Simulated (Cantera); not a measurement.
A closed system holds: 1 mol c-C4F8, 0.18 mol HCl, 3.2 mol H2, equilibrated at 2000 K and 0.120 Torr.

These are equilibrium values from Cantera (NASA tables, ideal gas, pure condensed phases), not measurements of a reactor. Candidate condensed phases: C, C6H6, C7H8, C8H18; 118 gas species. The feed counts by its element totals alone. Equilibrium is a limit: real reactors are often held back by kinetics, nucleation or transport.

Base state: HF 0.825, F 0.128, CF2 0.0230, Cl 0.0225, CF4 0.000683, CF 0.000596, CF3 0.000109, HCl 7.97e-5 (mole fractions); condensed: C(graphite).

Question: What changes in the equilibrium state with this change: H2 from 3.2 to 1.1 mol?

Answer: 
```
species             before    after
----------------  --------  -------
HF                   0.825    0.382
F                    0.128    0.361
CF2                 0.0230    0.182
CF4               0.000683   0.0425
Cl                  0.0225   0.0289
CF3               0.000109  0.00242
H                  4.37e-5  7.21e-6
HCl                7.97e-5  1.69e-5
C(graphite), mol      3.81     2.58
```
Gases not in the tables: C2F6 and larger saturated fluorocarbons.

Question: What changes in the equilibrium state with this change: temperature from 2000 K to 3548 K?

Answer: 
```tsv
species	before	after
F	0.128	0.425
H	4.37e-5	0.349
C	1.90e-7	0.209
HF	0.825	0.00382
CF2	0.0230	1.42e-7
Cl	0.0225	0.00966
CF4	0.000683	<1e-9
C2	1.47e-8	0.00196
CF3	0.000109	<1e-9
C(graphite), mol	3.81	0
```
